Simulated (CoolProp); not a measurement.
Vapour-liquid equilibrium of o-xylene (1) + n-nonane (2) at 456.8 K; x and y are mole fractions of (1).

The numbers come from the multi-fluid Helmholtz-energy mixture model, Zhou 2012 and Lemmon 2006; pair parameters Bell 2016 in CoolProp.

```
x     bubble pressure, mixture model (bar)  bubble pressure, Raoult's law (bar)  y, mixture model  y, Raoult's law
----  ------------------------------------  -----------------------------------  ----------------  ---------------
0.05                                   ___                                2.264             0.062            0.057
0.15                                 2.346                                2.298               ___            0.169
0.25                                 2.405                                2.332             0.290            0.277
0.35                                 2.457                                2.366             0.392            0.383
0.45                                 2.502                                2.400             0.488            0.485
0.55                                   ___                                2.433             0.580            0.584
0.65                                 2.566                                2.467             0.670            0.681
0.75                                 2.585                                2.501             0.760            0.775
0.85                                 2.594                                2.535             0.852            0.867
0.95                                   ___                                2.569             0.949            0.956
```

### Question
Fill in the missing entries.

### Answer

- 0.05, bubble pressure, mixture model (bar): 2.281
- 0.15, y, mixture model: 0.181
- 0.55, bubble pressure, mixture model (bar): 2.538
- 0.95, bubble pressure, mixture model (bar): 2.592

The largest gap from Raoult's law is +4.3 % in bubble pressure, at x = 0.55. y crosses x between x = 0.85 and 0.95: the model has an azeotrope there.

Pair parameters are fitted to limited data, so mixtures are less certain than the pure fluids.
